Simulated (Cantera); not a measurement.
Feed: 1 mol B₂H₆, 0.8 mol O₂, 0.55 mol H₂, at 2325 K.

These are equilibrium values from Cantera (NASA tables, ideal gas, pure condensed phases), not measurements of a reactor. Candidate condensed phases: B, B₂O₃, B₃O₃H₃, H₂O; 23 gas species. The feed counts by its element totals alone. Gases not in the tables: B₂H₆ and higher boranes. Equilibrium is a limit: real reactors are often held back by kinetics, nucleation or transport.

### Question
Which condensed phases are stable at each of these points (P (Pa)): 10, 37, 140, 520, 1900, 7200, 27000, 100000?

### Answer
| P (Pa) | condensed phases | B condensed (%) |
|---|---|---|
| 10 | gas only | 0.0 |
| 37 | B(s) | 5.5 |
| 140 | B(s) | 15.1 |
| 520 | B(s) | 17.6 |
| 1900 | B(s) | 18.7 |
| 7200 | B(s) | 19.5 |
| 27000 | B(s) | 20.4 |
| 100000 | B(s) | 21.6 |

At 10.0 Pa nothing is condensed. From 37.0 Pa to 1.00 bar the condensed part is B(s).
